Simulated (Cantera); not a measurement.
# Fe + H2S + N2 + H2 (metals in furnace atmospheres)

Input: 1 mol Fe, 0.0011 mol H2S, 4 mol N2, 0.0035 mol H2, at 13.3 mbar.

Method: chemical equilibrium by Gibbs-energy minimisation in Cantera with the NASA 1993 tables (ideal gas, pure condensed phases). Candidate condensed phases: Fe, FeS, FeS2, S; 16 gas species. Metal and sulfide melt together well below either melting point, which pure phases cannot show. Mutual solubility and eutectic melting of coexisting phases are not modelled. FeS: taken at fixed stoichiometry. Equilibrium is a limit: real reactors are often held back by kinetics, nucleation or transport.

From 1075 K to 1175 K the condensed part is Fe(α) + FeS(s). From 1200 K to 1325 K the condensed part is Fe(γ) + FeS(s).

```csv
T (K),x N2,x H2,x S2,x H2S,x SH,x H,x S,n Fe(α),n FeS(s),n Fe(γ)
1075,0.999,0.00115,6.81e-8,2.20e-6,1.35e-8,4.30e-9,9.58e-11,0.999,0.00109,0
1100,0.999,0.00115,1.52e-7,2.62e-6,2.44e-8,7.58e-9,2.48e-10,0.999,0.00109,0
1125,0.999,0.00115,3.27e-7,3.08e-6,4.30e-8,1.30e-8,6.15e-10,0.999,0.00108,0
1150,0.999,0.00115,6.81e-7,3.61e-6,7.37e-8,2.19e-8,1.47e-9,0.999,0.00108,0
1175,0.999,0.00114,1.37e-6,4.19e-6,1.23e-7,3.59e-8,3.37e-9,0.999,0.00107,0
1200,0.999,0.00114,2.69e-6,4.83e-6,2.03e-7,5.78e-8,7.50e-9,0,0.00106,0.999
1225,0.999,0.00114,5.15e-6,5.55e-6,3.26e-7,9.12e-8,1.61e-8,0,0.00104,0.999
1250,0.999,0.00114,9.56e-6,6.33e-6,5.14e-7,1.41e-7,3.37e-8,0,0.000996,0.999
1275,0.999,0.00114,1.73e-5,7.18e-6,7.96e-7,2.16e-7,6.82e-8,0,0.000929,0.999
1300,0.999,0.00114,3.07e-5,8.09e-6,1.21e-6,3.23e-7,1.34e-7,0,0.000817,0.999
1325,0.999,0.00114,5.30e-5,9.08e-6,1.81e-6,4.78e-7,2.58e-7,0,0.000630,0.999
```
x: gas mole fraction; n: condensed amount in mol.
